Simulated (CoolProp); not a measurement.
Aqueous calcium chloride as a coolant, 28 % by mass, freezing at -39.0 °C, 1 atm.

The numbers come from the Melinder's fits for secondary coolants in CoolProp.

```json
[
 {"T (°C)": "-14.9", "viscosity (mPa s)": "7.87", "density (kg/m³)": "…", "cp (kJ/(kg K))": "2.734", "Prandtl number": "41.8"},
 {"T (°C)": "-10.4", "viscosity (mPa s)": "6.72", "density (kg/m³)": "1274", "cp (kJ/(kg K))": "2.747", "Prandtl number": "35.4"},
 {"T (°C)": "-6", "viscosity (mPa s)": "5.82", "density (kg/m³)": "1272", "cp (kJ/(kg K))": "2.760", "Prandtl number": "30.5"},
 {"T (°C)": "-1.6", "viscosity (mPa s)": "5.10", "density (kg/m³)": "1270", "cp (kJ/(kg K))": "2.772", "Prandtl number": "26.5"},
 {"T (°C)": "2.8", "viscosity (mPa s)": "4.51", "density (kg/m³)": "1268", "cp (kJ/(kg K))": "2.784", "Prandtl number": "23.3"},
 {"T (°C)": "7.2", "viscosity (mPa s)": "4.03", "density (kg/m³)": "1266", "cp (kJ/(kg K))": "2.796", "Prandtl number": "…"},
 {"T (°C)": "11.6", "viscosity (mPa s)": "3.62", "density (kg/m³)": "1264", "cp (kJ/(kg K))": "2.808", "Prandtl number": "18.4"},
 {"T (°C)": "16", "viscosity (mPa s)": "3.28", "density (kg/m³)": "1262", "cp (kJ/(kg K))": "2.820", "Prandtl number": "16.6"},
 {"T (°C)": "20.4", "viscosity (mPa s)": "2.98", "density (kg/m³)": "…", "cp (kJ/(kg K))": "2.832", "Prandtl number": "15.0"},
 {"T (°C)": "24.8", "viscosity (mPa s)": "2.73", "density (kg/m³)": "1257", "cp (kJ/(kg K))": "2.843", "Prandtl number": "13.6"},
 {"T (°C)": "29.3", "viscosity (mPa s)": "2.50", "density (kg/m³)": "1255", "cp (kJ/(kg K))": "2.855", "Prandtl number": "12.4"},
 {"T (°C)": "33.7", "viscosity (mPa s)": "2.30", "density (kg/m³)": "1252", "cp (kJ/(kg K))": "…", "Prandtl number": "11.3"},
 {"T (°C)": "38.1", "viscosity (mPa s)": "…", "density (kg/m³)": "1249", "cp (kJ/(kg K))": "2.877", "Prandtl number": "10.4"}
]
```

Q: What belongs in the gaps?

A: 
- -14.9, density (kg/m³): 1276
- 7.2, Prandtl number: 20.6
- 20.4, density (kg/m³): 1260
- 33.7, cp (kJ/(kg K)): 2.866
- 38.1, viscosity (mPa s): 2.12
